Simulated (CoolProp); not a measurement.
A single-stage vapour-compression cycle with R1336mzz(E): evaporating at 301.15 K (dew point), condensing at 323.15 K (bubble point), superheat 5 K, subcooling 0 K, compressor efficiency 0.6, no pressure losses. Each further row changes one setting.

The numbers come from the reference Helmholtz-energy equation of state, Akasaka 2023 in CoolProp.

```json
[
 {"case": "as stated", "cooling COP": "7.23", "pressure ratio": "2.00", "discharge temperature (K)": "329.7", "refrigerating effect (kJ/kg)": "119", "volumetric capacity (kJ/m³)": "1790"},
 {"case": "evaporating temperature 306.15 K", "cooling COP": "?", "pressure ratio": "1.69", "discharge temperature (K)": "329.3", "refrigerating effect (kJ/kg)": "123", "volumetric capacity (kJ/m³)": "2170"},
 {"case": "condensing temperature 318.15 K", "cooling COP": "?", "pressure ratio": "1.73", "discharge temperature (K)": "324.6", "refrigerating effect (kJ/kg)": "126", "volumetric capacity (kJ/m³)": "1890"},
 {"case": "subcooling 5 K", "cooling COP": "?", "pressure ratio": "2.00", "discharge temperature (K)": "329.7", "refrigerating effect (kJ/kg)": "126", "volumetric capacity (kJ/m³)": "1890"},
 {"case": "superheat 15 K", "cooling COP": "?", "pressure ratio": "2.00", "discharge temperature (K)": "340.0", "refrigerating effect (kJ/kg)": "?", "volumetric capacity (kJ/m³)": "?"},
 {"case": "compressor efficiency 0.5", "cooling COP": "6.03", "pressure ratio": "2.00", "discharge temperature (K)": "333.3", "refrigerating effect (kJ/kg)": "119", "volumetric capacity (kJ/m³)": "1790"}
]
```

### Question
Complete the blanks.

### Answer

- evaporating temperature 306.15 K, cooling COP: 9.77
- condensing temperature 318.15 K, cooling COP: 9.66
- subcooling 5 K, cooling COP: 7.62
- superheat 15 K, cooling COP: 7.41
- superheat 15 K, refrigerating effect (kJ/kg): 128
- superheat 15 K, volumetric capacity (kJ/m³): 1840
